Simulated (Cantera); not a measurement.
Cantera run:

```python
import numpy as np
import cantera as ct

gas_names = """
    CL CL2 H HCL H2 N NH NH2 NH3 N2 N2H2 N2H4 Si SiCL SiCL2 SiCL3 SiCL4 SiH SiHCL3 SiH2 SiH2CL2 SiH3
    SiH3CL SiH4 SiN Si2 Si2N Si3
""".split()
cond_names = """
    NH4CL(a) NH4CL(b) Si(cr) Si(L) Si3N4(a)
""".split()


# ... load() reads the species with a 1 bar reference pressure and builds the phases ...
atoms = {
    'Si3H8': {'Si': 3, 'H': 8},
    'HCl': {'H': 1, 'CL': 1},
    'N2': {'N': 2},
}
top_T = {'Si3N4(a)': 2400}  # K; cautious upper limits of use, not melting points


# ... equilibrate(T, P, feed) seeds the gas with the atoms and calls Mixture.equilibrate('TP', solver="vcs", rtol=1e-11, max_steps=5000) ...
results = []
feed = {'Si3H8': 1, 'HCl': 3.4, 'N2': 3.5}  # mol
P = 3400  # Pa
for T in [873, 923, 973, 1023, 1073, 1123, 1173, 1223, 1273, 1323, 1373]:
    mix = equilibrate(T, P, feed)
    results.append((T, P, feed, dict(zip(mix.species_names, mix.species_moles))))
    x = sorted(zip(gas.X, gas.species_names), reverse=True)
    print(f"T = {T:g} K  P = {P:g} Pa  gas = {mix.phase_moles(0):.4g} mol")
    print("   x: " + "  ".join(f"{s} {v:.3e}" for v, s in x if v > 1e-06))
    print("   condensed (mol): " + ("  ".join(f"{mix.phase(i).name} {mix.phase_moles(i):.4g}"
          for i in range(1, mix.n_phases) if mix.phase_moles(i) > 1e-12) or "none"))
```

It prints:

```
T = 873 K  P = 3400 Pa  gas = 8.842 mol
   x: H2 4.919e-01  HCL 3.055e-01  N2 1.828e-01  SiCL4 1.971e-02  SiHCL3 6.797e-05  NH3 7.607e-06  SiCL3 1.404e-06
   condensed (mol): Si3N4(a) 0.9417
T = 923 K  P = 3400 Pa  gas = 8.848 mol
   x: H2 4.871e-01  HCL 3.141e-01  N2 1.812e-01  SiCL4 1.748e-02  SiHCL3 9.662e-05  NH3 4.970e-06  SiCL3 4.462e-06
   condensed (mol): Si3N4(a) 0.9482
T = 973 K  P = 3400 Pa  gas = 8.854 mol
   x: H2 4.831e-01  HCL 3.212e-01  N2 1.799e-01  SiCL4 1.559e-02  SiHCL3 1.317e-04  SiCL3 1.251e-05  NH3 3.388e-06
   condensed (mol): Si3N4(a) 0.9536
T = 1023 K  P = 3400 Pa  gas = 8.858 mol
   x: H2 4.797e-01  HCL 3.273e-01  N2 1.788e-01  SiCL4 1.398e-02  SiHCL3 1.735e-04  SiCL3 3.155e-05  NH3 2.395e-06  SiCL2 1.503e-06
   condensed (mol): Si3N4(a) 0.9581
T = 1073 K  P = 3400 Pa  gas = 8.862 mol
   x: H2 4.769e-01  HCL 3.323e-01  N2 1.779e-01  SiCL4 1.261e-02  SiHCL3 2.217e-04  SiCL3 7.257e-05  SiCL2 6.683e-06  NH3 1.748e-06
   condensed (mol): Si3N4(a) 0.9619
T = 1123 K  P = 3400 Pa  gas = 8.866 mol
   x: H2 4.745e-01  HCL 3.365e-01  N2 1.771e-01  SiCL4 1.141e-02  SiHCL3 2.760e-04  SiCL3 1.541e-04  SiCL2 2.587e-05  NH3 1.312e-06
   condensed (mol): Si3N4(a) 0.9649
T = 1173 K  P = 3400 Pa  gas = 8.869 mol
   x: H2 4.726e-01  HCL 3.398e-01  N2 1.765e-01  SiCL4 1.035e-02  SiHCL3 3.355e-04  SiCL3 3.052e-04  SiCL2 8.868e-05  SiH2CL2 1.392e-06  NH3 1.009e-06
   condensed (mol): Si3N4(a) 0.9672
T = 1223 K  P = 3400 Pa  gas = 8.874 mol
   x: H2 4.711e-01  HCL 3.422e-01  N2 1.761e-01  SiCL4 9.381e-03  SiCL3 5.666e-04  SiHCL3 3.986e-04  SiCL2 2.728e-04  SiH2CL2 2.258e-06  H 1.119e-06
   condensed (mol): Si3N4(a) 0.9686
T = 1273 K  P = 3400 Pa  gas = 8.88 mol
   x: H2 4.701e-01  HCL 3.433e-01  N2 1.760e-01  SiCL4 8.439e-03  SiCL3 9.895e-04  SiCL2 7.606e-04  SiHCL3 4.619e-04  SiH2CL2 3.499e-06  H 2.651e-06  CL 1.645e-06
   condensed (mol): Si3N4(a) 0.9685
T = 1323 K  P = 3400 Pa  gas = 8.89 mol
   x: H2 4.697e-01  HCL 3.423e-01  N2 1.764e-01  SiCL4 7.454e-03  SiCL2 1.930e-03  SiCL3 1.622e-03  SiHCL3 5.188e-04  H 5.894e-06  SiH2CL2 5.174e-06  CL 3.603e-06
   condensed (mol): Si3N4(a) 0.9658
T = 1373 K  P = 3400 Pa  gas = 8.91 mol
   x: H2 4.704e-01  HCL 3.382e-01  N2 1.776e-01  SiCL4 6.348e-03  SiCL2 4.458e-03  SiCL3 2.474e-03  SiHCL3 5.585e-04  H 1.239e-05  CL 7.378e-06  SiH2CL2 7.270e-06
   condensed (mol): Si3N4(a) 0.9589
```

Cantera equilibrium calculation (NASA polynomials, part measured and part estimated; ideal gas, pure solids and liquids). The feed counts by its element totals alone. N2 is the only nitrogen source here; it is nearly inert below about 1500 K, so the nitride shown seldom forms there in practice. The tables' values for SiCl3 are old estimates; treat these amounts as uncertain.
